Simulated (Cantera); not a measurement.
An adiabatic, constant-volume homogeneous reactor starts with 1.45 % C3H8, 20.7 % O2, 77.8 % N2, equivalence ratio 0.35, at 1525 K and 5.00 bar.

Model: GRI-Mech 3.0 (53 species, 325 reactions), integrated in Cantera. GRI-Mech 3.0 was tuned for natural gas; its chemistry of propane as a main component is partial and can be far from experiment.

Problem. Predict: time of steepest temperature rise; temperature at 4.00 s; equilibrium temperature; x(O2) at 4.00 s; x(O) at 4.00 s; x(H2) at 4.00 s.

Solution. 
```
Property                                                              Result
---------------------------------  -----------------------------------------
time of steepest temperature rise                                    20.9 µs
temperature at 4.00 s                                                 2427 K
equilibrium temperature                                               2427 K
x(O2) at 4.00 s                          0.124 (gas-phase equilibrium 0.124)
x(O) at 4.00 s                       0.00124 (gas-phase equilibrium 0.00124)
x(H2) at 4.00 s                    0.000226 (gas-phase equilibrium 0.000226)
```
